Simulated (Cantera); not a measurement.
What does this Cantera script print?

```python
import numpy as np
import cantera as ct

gas = ct.Solution("gri30.yaml")
gas.TPX = 925, 340000, {'CH4': 0.0055, 'O2': 0.065, 'N2': 1}
reactor = ct.IdealGasConstPressureReactor(gas, energy="off", clone=False)
net = ct.ReactorNet([reactor])
net.rtol, net.atol = 1e-08, 1e-18
show = ['CH4', 'O2', 'C2H', 'CO', 'C2H6', 'CH2CO', 'HCN']
times = np.geomspace(0.0001, 20, 11)

steps = ct.SolutionArray(gas, extra=["t"])
rows = []
print(f"{'t/s':>10s}{'T/K':>9s}{'P/Pa':>11s}" + "".join(f"{s:>11s}" for s in show))
for t in times:
    while net.time < t:
        t_next = net.step()
        steps.append(gas.state, t=t_next)
    rows.append([np.interp(t, steps.t, y) for y in (steps.T, steps.P, *steps(*show).X.T)])
    print(f"{t:10.3e}{rows[-1][0]:9.1f}{rows[-1][1]:11.4g}" + "".join(f"{x:11.3e}" for x in rows[-1][2:]))
rate = np.gradient(steps.T, steps.t)
print("integrator steps:", len(steps.t))
if steps.T.max() > steps.T[0] + 200:
    print(f"time of steepest temperature rise: {steps.t[rate.argmax()]:.4e} s")
gas.TPX = 925, 340000, {'CH4': 0.0055, 'O2': 0.065, 'N2': 1}
gas.equilibrate("TP")
print(f"equilibrium (TP): T = {gas.T:.1f} K  " + "  ".join(f"{s} {gas[s].X[0]:.3e}" for s in show))
```

Result:

```
       t/s      T/K       P/Pa        CH4         O2        C2H         CO       C2H6      CH2CO        HCN
 1.000e-04    925.0    3.4e+05  5.138e-03  6.072e-02  7.326e-49  9.497e-20  5.590e-19  2.685e-33  8.728e-33
 3.389e-04    925.0    3.4e+05  5.138e-03  6.072e-02  3.582e-46  3.606e-18  2.120e-17  1.407e-30  9.953e-32
 1.149e-03    925.0    3.4e+05  5.138e-03  6.072e-02  1.829e-43  1.385e-16  8.173e-16  6.487e-28  1.144e-30
 3.893e-03    925.0    3.4e+05  5.138e-03  6.072e-02  1.228e-40  5.461e-15  3.265e-14  3.072e-25  1.344e-29
 1.320e-02    925.0    3.4e+05  5.138e-03  6.072e-02  1.365e-37  2.226e-13  1.398e-12  1.594e-22  1.675e-28
 4.472e-02    925.0    3.4e+05  5.138e-03  6.072e-02  3.340e-34  1.013e-11  7.550e-11  1.134e-19  2.612e-27
 1.516e-01    925.0    3.4e+05  5.138e-03  6.072e-02  2.055e-30  6.515e-10  5.709e-09  1.449e-16  8.086e-26
 5.137e-01    925.0    3.4e+05  5.136e-03  6.072e-02  2.223e-27  3.926e-08  1.388e-07  5.205e-14  2.732e-24
 1.741e+00    925.0    3.4e+05  5.100e-03  6.068e-02  4.505e-23  4.503e-06  3.535e-06  8.296e-11  1.578e-21
 5.901e+00    925.0    3.4e+05  5.829e-05  5.165e-02  2.579e-18  2.278e-03  5.134e-08  1.177e-07  3.055e-16
 2.000e+01    925.0    3.4e+05  1.235e-06  5.092e-02  2.316e-22  9.950e-04  5.845e-11  9.750e-11  2.328e-16
integrator steps: 1680
equilibrium (TP): T = 925.0 K  CH4 1.325e-49  O2 5.044e-02  C2H 8.922e-79  CO 4.825e-14  C2H6 7.796e-90  CH2CO 3.707e-58  HCN 4.782e-36
```

Detailed kinetics in Cantera: GRI-Mech 3.0 (53 species, 325 reactions). Below about 1000 K GRI-Mech 3.0 lacks low-temperature oxidation paths.
